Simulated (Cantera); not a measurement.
A diamond (100) surface in a fixed gas of H2 with x(CH4) = 0.0087, x(H) = 0.0035, x(CH3) = 3e-05, at 1400 K; coverages are run to steady state.

Cantera simulation using the Harris–Goodwin 1993 mechanism for the reconstructed diamond (100) surface; the numbers are that mechanism's predictions, not measurements.

θ: site fractions in the mechanism's names (c6HH fully hydrogenated, c6H* and c6*H radical sites, c6** diradical, c6HM methylated).

```tsv
P (Pa)	growth (µm/h)	θ c6HH	θ c6H*	θ c6*H	θ c6**
1500	?	0.350	0.0588	0.538	0.0531
2200	?	0.350	0.0588	0.538	0.0531
3200	?	0.350	0.0588	0.538	0.0531
4700	?	0.350	0.0588	0.538	0.0531
6900	?	0.350	0.0588	0.538	0.0531
10000	?	0.350	0.0588	0.538	0.0531
15000	?	0.350	0.0588	0.538	0.0531
21000	?	0.350	0.0589	0.538	0.0531
```

Problem. Some entries are withheld; supply them.

Solution. 
- 1500, growth (µm/h): 0.0414
- 2200, growth (µm/h): 0.0747
- 3200, growth (µm/h): 0.129
- 4700, growth (µm/h): 0.220
- 6900, growth (µm/h): 0.366
- 10000, growth (µm/h): 0.590
- 15000, growth (µm/h): 0.988
- 21000, growth (µm/h): 1.52
